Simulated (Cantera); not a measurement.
**Gas-phase reforming**

An isothermal, constant-pressure homogeneous reactor starts with CH₄ : H₂O = 1 : 0.42 (molar parts), at 1375 K and 75.0 Torr.

Cantera simulation using GRI-Mech 3.0 (53 species, 325 reactions); the numbers are that mechanism's predictions, not measurements. GRI-Mech 3.0 stops at C3 and has no aromatics, soot or wall deposition, so with more carbon than oxygen in the feed, carbon stays in small species such as C2H2 where larger ones or solid carbon would form.

```tsv
t (s)	x CH₄	x H₂O	x H₂	x HCO	x H
6.00e-5	0.704	0.296	2.80e-7	<1e-12	5.00e-9
0.000196	0.704	0.296	9.28e-7	<1e-12	5.01e-9
0.000642	0.704	0.296	3.05e-6	<1e-12	5.03e-9
0.00210	0.704	0.296	1.01e-5	<1e-12	5.21e-9
0.00687	0.704	0.296	3.59e-5	<1e-12	6.30e-9
0.0225	0.704	0.296	0.000140	<1e-12	8.28e-9
0.0735	0.703	0.296	0.000598	4.90e-12	1.53e-8
0.240	0.700	0.295	0.00319	1.82e-11	5.11e-8
0.786	0.683	0.293	0.0166	2.44e-11	2.00e-7
2.57	0.632	0.284	0.0616	1.92e-11	6.17e-7
8.41	0.519	0.263	0.162	1.32e-11	1.44e-6
27.5	0.336	0.228	0.326	1.06e-11	2.85e-6
90.0	0.149	0.178	0.503	2.81e-11	5.35e-6
```
x: mole fraction; the columns are a selection and need not sum to one.

Equilibrium at this temperature and pressure: CH₄ 0.0591, H₂O 2.08e-7, H₂ 0.704, HCO 4.00e-10, H 9.15e-6 (gas phase only).
